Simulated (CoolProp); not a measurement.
Vapour-liquid equilibrium of methanol (1) + water (2) at 0.695 MPa; x and y are mole fractions of (1).

The numbers come from the multi-fluid Helmholtz-energy mixture model, de Reuck 1993 and Wagner 2002; pair parameters Bell 2016 in CoolProp.

```
x     bubble temperature (°C)  y at the bubble point  dew temperature at overall composition x (°C)  liquid density (mol/L)
----  -----------------------  ---------------------  ---------------------------------------------  ----------------------
0.05                    159.9                  0.148                                          163.1                   47.64
0.15                    152.2                  0.359                                          159.8                   43.16
0.25                    146.2                  0.505                                          156.3                   39.25
0.35                    141.5                  0.612                                          152.5                   35.83
0.45                    137.5                  0.695                                          148.5                   32.81
0.55                    134.2                  0.763                                          144.3                   30.15
0.65                    131.3                  0.822                                          139.7                   27.78
0.75                    128.7                  0.875                                          134.8                   25.68
0.85                    126.3                  0.926                                          129.9                   23.80
0.95                    124.0                  0.975                                          125.1                   22.11
```

No azeotrope shows between x = 0.05 and 0.95.

Pair parameters are fitted to limited data, so mixtures are less certain than the pure fluids.
